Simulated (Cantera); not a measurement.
Charge: 1 mol HgO, 2.9 mol H2, equilibrated at 900 K and 18.0 Torr.

Equilibrium computed with Cantera from the NASA thermochemical tables; the gas is ideal and each condensed phase is pure. Candidate condensed phases: H2O, Hg, HgO; 10 gas species. Kinetics and transport are ignored.

Base state: H2 0.487, H2O 0.256, Hg 0.256 (mole fractions); condensed: gas only.

### Question
What changes in the equilibrium state with this change: H2 from 2.9 to 0.92 mol?

### Answer
| species | before | after |
|---|---|---|
| Hg | 0.256 | 0.510 |
| H2O | 0.256 | 0.469 |
| O2 | <1e-9 | 0.0204 |
| H2 | 0.487 | <1e-9 |
